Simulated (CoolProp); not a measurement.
Ammonia at 298.15 K and 0.245 MPa is throttled through a valve to 0.133 MPa with no heat exchange. Each further row changes one setting.

Values from CoolProp's reference Helmholtz-energy equation of state, Gao 2020.

```json
[
 {"case": "as stated", "temperature change (K)": "-3.2", "final density (kg/m³)": "0.937"},
 {"case": "outlet pressure 0.0399 MPa", "temperature change (K)": "-6.0", "final density (kg/m³)": "0.281"},
 {"case": "outlet pressure 0.173 MPa", "temperature change (K)": "-2.0", "final density (kg/m³)": "1.22"}
]
```
